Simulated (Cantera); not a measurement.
Input (Python, Cantera) and output of one run.

```python
import numpy as np
import cantera as ct

gas_names = """
    B BCL BCL2 BCL3 BH BH2 BH3 BN B2 CL CL2 H HCL H2 N NH NH2 NH3 N2 N2H2 N2H4
""".split()
cond_names = """
    B(b) B(L) BN(s) NH4CL(a) NH4CL(b)
""".split()


# ... load() reads the species with a 1 bar reference pressure and builds the phases ...
atoms = {
    'B': {'B': 1},
    'HCl': {'H': 1, 'CL': 1},
    'N2': {'N': 2},
}
top_T = {'BN(s)': 3200}  # K; cautious upper limits of use, not melting points


# ... equilibrate(T, P, feed) seeds the gas with the atoms and calls Mixture.equilibrate('TP', solver="vcs", rtol=1e-11, max_steps=5000) ...
results = []
feed = {'B': 1, 'HCl': 2.1, 'N2': 0.04}  # mol
T = 1250  # K
P = 700000  # Pa
mix = equilibrate(T, P, feed)
results.append((T, P, feed, dict(zip(mix.species_names, mix.species_moles))))
print(gas.report(threshold=0.001))
for i in range(1, mix.n_phases):
    print(f"{mix.phase(i).name:16s} {mix.phase_moles(i):12.5e} mol")
```

Output:

```
       temperature   1250 K
          pressure   7e+05 Pa
           density   3.1372 kg/m^3
  mean mol. weight   46.578 kg/kmol
   phase of matter   gas

                          1 kg             1 kmol
                     ---------------   ---------------
          enthalpy       -2.3295e+06        -1.085e+08  J
   internal energy       -2.5526e+06        -1.189e+08  J
           entropy              5369        2.5008e+05  J/K
    Gibbs function       -9.0408e+06       -4.2111e+08  J
 heat capacity c_p            1047.2             48778  J/K
 heat capacity c_v            868.72             40463  J/K

                      mass frac. Y      mole frac. X     chem. pot. / RT
                     ---------------   ---------------   ---------------
              BCL3           0.87659            0.3485           -78.568
               HCL           0.10073           0.12869            -33.86
                H2          0.022627           0.52278           -16.791
     [  +18 minor]        5.6556e-05        3.3936e-05

B(b)              2.96694e-01 mol
BN(s)             8.00000e-02 mol
```

Method: chemical equilibrium by Gibbs-energy minimisation in Cantera with the NASA 1993 tables (ideal gas, pure condensed phases). N2 is the only nitrogen source here; it is nearly inert below about 1500 K, so the nitride shown seldom forms there in practice. Mutual solubility and eutectic melting of coexisting phases are not modelled. The tables' values for BCl2 are old estimates; treat these amounts as uncertain. Gases not in the tables: BHCl2.
